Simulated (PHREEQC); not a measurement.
Dissolve 0.052 mol/kgw HNO3 and 0.0011 mol/kgw K2SO4 at 25 °C. Closed to the air; pH follows from the charge balance.

Equilibrium calculation in PHREEQC: ion-association model, wateq4f.dat.

No solid was allowed to form.

Problem. Order these S species by the share of S that they hold, largest first: SO4-2, HSO4-, KSO4-.

Solution. HSO4- (70 %), SO4-2 (30 %), KSO4- (0.20 %)

The pH is 1.36 and the ionic strength 0.0538 mol/kgw.
